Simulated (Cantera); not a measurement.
**Silicon etching in halogen gases: Si + Cl₂ + N₂**

A closed system holds: 1 mol Si, 1.3 mol Cl₂, 4.8 mol N₂, equilibrated at 1.00 bar.

Method: chemical equilibrium by Gibbs-energy minimisation in Cantera with the NASA 1993 tables (ideal gas, pure condensed phases). Candidate condensed phases: Si, Si₃N₄; 13 gas species. N₂ is the only nitrogen source here; it is nearly inert below about 1500 K, so the nitride shown seldom forms there in practice. The tables' values for SiCl₃ are old estimates; treat these amounts as uncertain. The numbers say what is thermodynamically allowed, not how fast it happens.

From 700 °C to 1225 °C the condensed part is Si₃N₄(s). The main Si-bearing gas is SiCl₄ throughout.

```tsv
T (°C)	x N₂	x SiCl₄	x SiCl₃	x SiCl₂	x Cl	x Cl₂	x SiCl	n Si₃N₄(s)
700	0.875	0.125	1.12e-5	2.87e-8	7.77e-10	9.18e-12	<1e-12	0.117
775	0.875	0.125	4.86e-5	3.48e-7	5.79e-9	5.65e-11	<1e-12	0.117
850	0.875	0.124	0.000173	3.00e-6	3.31e-8	2.73e-10	<1e-12	0.117
925	0.875	0.124	0.000524	1.96e-5	1.52e-7	1.08e-9	<1e-12	0.116
1000	0.875	0.123	0.00138	0.000102	5.85e-7	3.63e-9	5.23e-12	0.116
1075	0.875	0.122	0.00325	0.000437	1.93e-6	1.06e-8	8.99e-11	0.115
1150	0.873	0.118	0.00688	0.00158	5.62e-6	2.75e-8	1.13e-9	0.112
1225	0.871	0.111	0.0131	0.00495	1.46e-5	6.38e-8	1.09e-8	0.107
```
x: gas mole fraction; n: condensed amount in mol.
